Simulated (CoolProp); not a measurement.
A single-stage vapour-compression cycle with n-heptane: evaporating at 323.15 K (dew point), condensing at 386.15 K (bubble point), superheat 0 K, subcooling 2 K, compressor efficiency 0.75, no pressure losses. Each further row changes one setting.

Values from CoolProp's reference Helmholtz-energy equation of state, Span 2003. It is a short technical equation, of lower accuracy than the large ones.

| case | cooling COP | pressure ratio | discharge temperature (K) | refrigerating effect (kJ/kg) | volumetric capacity (kJ/m³) |
|---|---|---|---|---|---|
| as stated | 2.74 | 8.09 | 386.2 | 198 | 142 |
| evaporating temperature 328.15 K | 3.13 | 6.61 | 386.2 | 207 | 179 |
| condensing temperature 381.15 K | [?] | [?] | 381.1 | 211 | 151 |
| subcooling 7 K | [?] | 8.09 | 386.2 | 211 | 151 |
| superheat 10 K | 2.82 | 8.09 | 386.2 | 216 | 150 |
| compressor efficiency 0.65 | [?] | 8.09 | 386.2 | 198 | 142 |

### Question
Fill in the missing entries.

### Answer

- condensing temperature 381.15 K, cooling COP: 3.11
- condensing temperature 381.15 K, pressure ratio: 7.06
- subcooling 7 K, cooling COP: 2.92
- compressor efficiency 0.65, cooling COP: 2.37

The compression ends wet for: as stated; evaporating temperature 328.15 K; condensing temperature 381.15 K; subcooling 7 K; superheat 10 K; compressor efficiency 0.65.
